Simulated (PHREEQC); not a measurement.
**Acid mine or pickling water: an equilibrium model**

Model water analysis in mg/L, 75 °C, pH 3.74, pe 8.9:

```csv
constituent,mg/L
Na,29.8
K,2.58
Ca,105
Mg,12.1
Cl,54.2
S(6) as SO4,594
Al,0.0241
Mn(2),0.887
```

Valence states are taken as typed.

All values are PHREEQC results (ion-association model, phreeqc.dat), not measurements.

The ionic strength is 0.0157 mol/kgw, the specific conductance is 2590 µS/cm and the total alkalinity comes out as -0.414 meq/kg. The charge-balance error comes out as -33.8 %.

```json
[
 {"species": "SO4-2", "molality": "0.00491", "activity": "0.00286", "log γ": "-0.234"},
 {"species": "Ca+2", "molality": "0.00186", "activity": "0.00109", "log γ": "-0.231"},
 {"species": "Cl-", "molality": "0.00153", "activity": "0.00133", "log γ": "-0.061"},
 {"species": "Na+", "molality": "0.00127", "activity": "0.00111", "log γ": "-0.059"},
 {"species": "CaSO4", "molality": "0.000763", "activity": "0.000766", "log γ": "0.002"},
 {"species": "MgSO4", "molality": "0.000271", "activity": "0.000272", "log γ": "0.002"},
 {"species": "Mg+2", "molality": "0.000227", "activity": "0.000135", "log γ": "-0.226"},
 {"species": "HSO4-", "molality": "0.000207", "activity": "0.000180", "log γ": "-0.060"},
 {"species": "H+", "molality": "0.000205", "activity": "0.000182", "log γ": "-0.051"},
 {"species": "K+", "molality": "6.34e-5", "activity": "5.50e-5", "log γ": "-0.061"},
 {"species": "NaSO4-", "molality": "2.39e-5", "activity": "2.09e-5", "log γ": "-0.058"},
 {"species": "Mn+2", "molality": "9.58e-6", "activity": "5.70e-6", "log γ": "-0.225"},
 {"species": "MnSO4", "molality": "6.55e-6", "activity": "6.57e-6", "log γ": "0.002"},
 {"species": "CaHSO4+", "molality": "2.71e-6", "activity": "2.36e-6", "log γ": "-0.060"},
 {"species": "KSO4-", "molality": "2.67e-6", "activity": "2.34e-6", "log γ": "-0.058"},
 {"species": "AlSO4+", "molality": "6.20e-7", "activity": "5.40e-7", "log γ": "-0.059"}
]
```

Precipitation was switched off in this run. At this temperature some constants are extrapolated from 25 °C, and those without enthalpy data are left unchanged.
